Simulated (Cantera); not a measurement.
An isothermal, constant-pressure homogeneous reactor starts with H₂ : O₂ = 0.36 : 1 (molar parts), equivalence ratio 0.18, at 1000 K and 20.0 Torr.

Computed with Cantera and the H2/O2 subset of GRI-Mech 3.0, which has no nitrogen chemistry. Radical loss at walls, strong at low pressure, is not modelled. The temperature is held fixed by assumption; the heat of reaction is taken as removed at once.

One state of this run: x H₂ = 0.000142; x O₂ = 0.695; x H₂O = 0.305; x H = 9.58e-6; x O = 0.000112. x: mole fraction; the columns are a selection and need not sum to one.

### Question
Which value of t (s) does it belong to?
(A) 0.000613
(B) 200
(C) 0.0231
(D) 0.141

### Answer
C, 0.0231
